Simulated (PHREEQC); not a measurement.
H2SO4 is added in steps, without added water, to 1 kg of water holding 0.67 mol/kgw HF, 0.00039 mol/kgw CuSO4 and 0.00038 mol/kgw CuCl2, at 25 °C. O2 is buffered at 0.21 atm. CO2 from the air is kept out. No solid was allowed to form.

Base run: PHREEQC, ion-association model, wateq4f.dat. Each further column changes one thing. The table gives SO4-2 (mol/kgw).

| H2SO4 added (mol) | base | all activity coefficients set to 1 | database phreeqc.dat | Davies equation for every ion | Debye-Hückel limiting law |
|---|---|---|---|---|---|
| 0 | 0.000173 | 0.000131 | 0.000126 | 0.000176 | 0.000187 |
| 0.001687 | 0.000901 | 0.000675 | 0.000661 | 0.000917 | 0.000983 |
| 0.003375 | 0.00160 | 0.00118 | 0.00118 | 0.00163 | 0.00176 |
| 0.005625 | 0.00248 | 0.00180 | 0.00186 | 0.00253 | 0.00275 |
| 0.007313 | 0.00310 | 0.00222 | 0.00235 | 0.00317 | 0.00348 |
| 0.009 | 0.00370 | 0.00261 | 0.00282 | 0.00378 | 0.00418 |
| 0.01069 | 0.00427 | 0.00297 | 0.00329 | 0.00437 | 0.00487 |
| 0.01238 | 0.00481 | 0.00331 | 0.00374 | 0.00494 | 0.00554 |
| 0.01463 | 0.00550 | 0.00372 | 0.00433 | 0.00566 | 0.00641 |
| 0.01631 | 0.00600 | 0.00400 | 0.00476 | 0.00617 | 0.00705 |
| 0.018 | 0.00647 | 0.00426 | 0.00517 | 0.00666 | 0.00768 |

wateq4f.dat counts part of the HF as a dimer, H2F2, which phreeqc.dat doesn't know; its constant is uncertain.  phreeqc.dat and wateq4f.dat share most of their constants, so their agreement is no independent check.
